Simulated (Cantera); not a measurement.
A Cantera script and its output.

```python
import numpy as np
import cantera as ct

gas = ct.Solution("h2o2.yaml")
gas.TPX = 325, 80000, {'H2': 1, 'O2': 0.617, 'N2': 2.28}
flame = ct.FreeFlame(gas, width=0.047)
flame.set_refine_criteria(ratio=3, slope=0.08, curve=0.16)
flame.transport_model = "mixture-averaged"
flame.solve(loglevel=0, auto=True)
z, T = flame.grid, flame.T
thick = (T[-1] - T[0]) / np.gradient(T, z).max()
show = ['H2', 'O2', 'O', 'H', 'H2O', 'OH']
print(f"laminar burning velocity  {flame.velocity[0] * 100:.3f} cm/s")
print(f"burnt temperature         {T[-1]:.1f} K")
print(f"thermal thickness         {thick * 1e3:.4f} mm")
print(f"grid points               {len(z)}")
z0 = z[flame.heat_release_rate.argmax()]
print(f"{'z/mm':>9s}{'T/K':>9s}{'u/(m/s)':>9s}" + "".join(f"{s:>11s}" for s in show))
rows = []
for k in (-3, -2, -1.5, -1, -0.5, -0.25, 0, 0.25, 0.5, 1, 2, 4, 8):
    zz = z0 + k * thick
    rows.append([k * thick, np.interp(zz, z, T), np.interp(zz, z, flame.velocity),
                 *(np.interp(zz, z, flame.X[gas.species_index(s)]) for s in show)])
    print(f"{rows[-1][0] * 1e3:9.3f}{rows[-1][1]:9.1f}{rows[-1][2]:9.3f}" + "".join(f"{x:11.3e}" for x in rows[-1][3:]))
```

It prints:

```
laminar burning velocity  203.923 cm/s
burnt temperature         2200.4 K
thermal thickness         0.4601 mm
grid points               113
     z/mm      T/K  u/(m/s)         H2         O2          O          H        H2O         OH
   -1.380    325.0    2.039  2.566e-01  1.583e-01  9.537e-13  8.042e-17  7.995e-11  2.142e-15
   -0.920    325.0    2.039  2.566e-01  1.583e-01  3.326e-11  4.122e-15  4.369e-09  1.385e-13
   -0.690    325.0    2.039  2.565e-01  1.584e-01  4.661e-10  1.740e-13  8.989e-08  7.596e-12
   -0.460    325.3    2.039  2.556e-01  1.586e-01  8.359e-09  3.325e-11  2.593e-06  1.570e-09
   -0.230    344.6    2.129  2.437e-01  1.608e-01  8.304e-07  4.294e-07  5.687e-04  4.542e-06
   -0.115    593.6    3.537  2.024e-01  1.583e-01  1.018e-04  1.325e-03  2.065e-02  8.132e-04
    0.000   1043.9    6.029  1.284e-01  1.304e-01  2.273e-03  1.384e-02  9.039e-02  1.802e-03
    0.115   1369.8    7.829  5.970e-02  8.268e-02  7.831e-03  2.780e-02  1.759e-01  5.879e-03
    0.230   1549.2    8.816  3.158e-02  5.725e-02  1.042e-02  2.921e-02  2.174e-01  9.653e-03
    0.460   1723.4    9.734  2.271e-02  4.701e-02  9.711e-03  2.150e-02  2.366e-01  1.259e-02
    0.920   1880.4   10.525  1.850e-02  4.290e-02  7.161e-03  1.273e-02  2.493e-01  1.360e-02
    1.841   2010.6   11.158  1.320e-02  3.979e-02  4.580e-03  6.368e-03  2.617e-01  1.288e-02
    3.681   2107.3   11.615  7.935e-03  3.769e-02  2.530e-03  2.600e-03  2.725e-01  1.076e-02
```

Cantera simulation using the H2/O2 subset of GRI-Mech 3.0, which has no nitrogen chemistry; the numbers are that mechanism's predictions, not measurements. Burning velocities carry a grid error of a few per cent, more on coarse grids.
